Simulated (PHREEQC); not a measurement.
# Spent oxide etchant

Solution (25 °C): 19 mmol/kgw HF, 11 mmol/kgw H2SiF6, 49 mmol/kgw HBF4 and 0.11 mmol/kgw HCl. Closed to the air; pH follows from the charge balance.

The numbers come from PHREEQC with the ion-association model, phreeqc.dat.

This is a speciation only: nothing precipitates in the calculation.

### Question
Estimate the pH.

### Answer
pH 1.23.

### Question
In which forms is F present?

### Answer
BF4- 68 %, SiF6-2 23 %, HF 7.4 %, BF3OH- 0.9 % of the F.

Complexes and solids missing from the database can't appear. SiF6-2 is the database's only silicon fluoride. Real BF4- forms and hydrolyses slowly; the run takes it at equilibrium.
